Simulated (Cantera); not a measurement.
Input (Python, Cantera) and output of one run.

```python
import numpy as np
import cantera as ct

gas_names = """
    CO2 O O2 TaO2 CO
""".split()
cond_names = """
    Ta2O5(s) Ta2O5(L) TaC(s) TaC(L)
""".split()


def load(file, names, dense=False):
    # The tables refer to 1 bar. Condensed volumes are neglected.
    table = {s.name: s for s in ct.Species.list_from_file(file)}
    out = []
    for n in names:
        d = dict(table[n].input_data)
        d["thermo"] = dict(d["thermo"], **{"reference-pressure": 1e5})
        if dense:
            d["equation-of-state"] = {"model": "constant-volume", "density": "1e6 g/cm^3"}
        out.append(ct.Species.from_dict(d))
    return out


species = {s.name: s for s in load("nasa_gas.yaml", gas_names) + load("nasa_condensed.yaml", cond_names)}
# Each term lists the table entries of one substance; the one whose range holds T is used.
reactions = {
    'Ta2O5 + 2 CO2(g) = 9 O(g) + 2 TaC':
        [(-1, ['Ta2O5(s)', 'Ta2O5(L)']), (-2, ['CO2']), (9, ['O']), (2, ['TaC(s)', 'TaC(L)'])],
    '4 TaC + 9 O2(g) = 4 CO2(g) + 2 Ta2O5':
        [(-4, ['TaC(s)', 'TaC(L)']), (-9, ['O2']), (4, ['CO2']), (2, ['Ta2O5(s)', 'Ta2O5(L)'])],
    'CO2(g) + 2 TaO2(g) = Ta2O5 + CO(g)':
        [(-1, ['CO2']), (-2, ['TaO2']), (1, ['Ta2O5(s)', 'Ta2O5(L)']), (1, ['CO'])],
}


def pick(names, T):
    return next(species[n] for n in names if species[n].thermo.min_temp <= T <= species[n].thermo.max_temp)


results = []
for label, terms in reactions.items():
    print(label)
    print("     T/K   dH/kJ  dS/(J/K)   dG/kJ   log10 K")
    for T in [300, 1375, 1425, 1475, 1525, 1575, 1625, 1675, 1725, 1775]:
        used = [(nu, pick(names, T)) for nu, names in terms]
        dH = sum(nu * s.thermo.h(T) for nu, s in used) / 1e6
        dS = sum(nu * s.thermo.s(T) for nu, s in used) / 1e3
        dG = dH - T * dS / 1e3
        logK = -dG * 1e6 / (ct.gas_constant * T * np.log(10))
        results.append((label, T, dH, dS, dG, logK, [s.name for _, s in used]))
        print(f"{T:8g} {dH:8.1f} {dS:8.1f} {dG:8.1f} {logK:8.2f}")
```

Output:

```
Ta2O5 + 2 CO2(g) = 9 O(g) + 2 TaC
     T/K   dH/kJ  dS/(J/K)   dG/kJ   log10 K
     300   4787.5    963.9   4498.3  -783.21
    1375   4801.7    997.6   3429.9  -130.30
    1425   4801.2    997.3   3380.1  -123.90
    1475   4800.7    997.0   3330.2  -117.93
    1525   4800.2    996.6   3280.4  -112.36
    1575   4799.6    996.2   3230.5  -107.14
    1625   4799.0    995.9   3180.7  -102.24
    1675   4798.4    995.5   3131.0   -97.64
    1725   4797.8    995.1   3081.2   -93.30
    1775   4797.2    994.8   3031.4   -89.21
4 TaC + 9 O2(g) = 4 CO2(g) + 2 Ta2O5
     T/K   dH/kJ  dS/(J/K)   dG/kJ   log10 K
     300  -5089.6   -874.3  -4827.3   840.50
    1375  -5034.0   -807.3  -3923.9   149.06
    1425  -5030.6   -804.9  -3883.6   142.35
    1475  -5027.2   -802.6  -3843.4   136.11
    1525  -5023.8   -800.3  -3803.4   130.27
    1575  -5020.4   -798.1  -3763.4   124.81
    1625  -5017.1   -796.0  -3723.6   119.69
    1675  -5013.7   -794.0  -3683.8   114.88
    1725  -5010.4   -792.0  -3644.2   110.35
    1775  -5007.1   -790.2  -3604.6   106.07
CO2(g) + 2 TaO2(g) = Ta2O5 + CO(g)
     T/K   dH/kJ  dS/(J/K)   dG/kJ   log10 K
     300  -1361.3   -433.2  -1231.3   214.38
    1375  -1310.9   -364.9   -809.1    30.74
    1425  -1308.2   -363.0   -790.9    28.99
    1475  -1305.4   -361.1   -772.8    27.37
    1525  -1302.7   -359.3   -754.8    25.85
    1575  -1299.9   -357.5   -736.9    24.44
    1625  -1297.1   -355.7   -719.0    23.11
    1675  -1294.3   -354.0   -701.3    21.87
    1725  -1291.4   -352.3   -683.6    20.70
    1775  -1288.6   -350.7   -666.1    19.60
```

Cantera with NASA thermochemical tables; ideal gases at 1 bar, condensed phases pure. TaC: taken at fixed stoichiometry. Condensed species are held in their standard states even where they would react or evaporate.
